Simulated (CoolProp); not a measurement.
Properties of R507A along the isobar 3.88 MPa (Tc = 343.8 K, pc = 3.705 MPa, ω = 0.286).

Values from CoolProp's reference Helmholtz-energy equation of state, Lemmon 2003. It is a pseudo-pure fit of the blend.

```
T (K)          phase  cp (kJ/(kg K))  cv (kJ/(kg K))  speed of sound (m/s)
-----  -------------  --------------  --------------  --------------------
248.2         liquid           1.274          0.8419                 639.7
273.1         liquid           1.345          0.8751                 527.8
298           liquid           1.459          0.9120                 412.6
322.9         liquid           1.717      (withheld)                 284.9
347.8  supercritical           6.026           1.135                 99.37
372.7  supercritical      (withheld)           1.001            (withheld)
397.7  supercritical           1.308      (withheld)                 155.1
422.6  supercritical           1.251           1.021                 169.0
447.5  supercritical           1.235           1.045                 180.4
472.4  supercritical           1.237           1.070                 190.2
```

Problem. What belongs in the gaps?

Solution. 
- 322.9, cv (kJ/(kg K)): 0.9592
- 372.7, cp (kJ/(kg K)): 1.510
- 372.7, speed of sound (m/s): 136.3
- 397.7, cv (kJ/(kg K)): 1.003

The peak of cp marks the crossing from liquid-like to gas-like fluid above the critical point.
